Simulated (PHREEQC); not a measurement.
Solution (25 °C): 0.022 mol/kgw Sr(OH)2. Closed to the air; pH follows from the charge balance.

All values are PHREEQC results (ion-association model, phreeqc.dat), not measurements.

```csv
quantity,before,after
pH,12.52,12.78
SrOH+ (mol/kgw),0.00189,0.00576
```

Task: Name the change that produced these shifts.
A. temperature from 25 to 5 °C
B. temperature from 25 to 45 °C
C. Sr(OH)2 from 0.022 to 0.044 mol/kgw
D. diluted 5-fold with water
E. Sr(OH)2 from 0.022 to 0.0044 mol/kgw

Result: C, Sr(OH)2 from 0.022 to 0.044 mol/kgw

Precipitation was switched off in this run.
